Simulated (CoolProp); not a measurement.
Vapour-liquid equilibrium of R125 (1) + R152A (2) at 592 kPa; x and y are mole fractions of (1).

Computed with CoolProp (multi-fluid Helmholtz-energy mixture model, Lemmon 2005 and Outcalt 1996; pair parameters Bell 2016).

```
x      bubble temperature (°C)  y at the bubble point  dew temperature at overall composition x (°C)  liquid density (mol/L)
-----  -----------------------  ---------------------  ---------------------------------------------  ----------------------
0.05                      22.6                  0.100                                           23.7                   13.51
0.125                     19.7                  0.229                                           22.0                   13.32
0.2                       17.1                  0.340                                           20.4                   13.13
0.275                     14.7                  0.437                                           18.6                   12.94
0.35                      12.5                  0.523                                           16.9                   12.75
0.425                     10.4                  0.601                                           15.0                   12.56
0.5                        8.4                  0.672                                           13.1                   12.37
0.575                      6.4                  0.737                                           11.1                   12.19
0.65                       4.5                  0.797                                            9.0                   12.00
0.725                      2.6                  0.850                                            6.8                   11.82
0.8                        0.7                  0.898                                            4.3                   11.64
0.875                     -1.0                  0.941                                            1.7                   11.46
0.95                      -2.8                  0.978                                           -1.4                   11.27
```

No azeotrope shows between x = 0.05 and 0.95.

Pair parameters are fitted to limited data, so mixtures are less certain than the pure fluids.
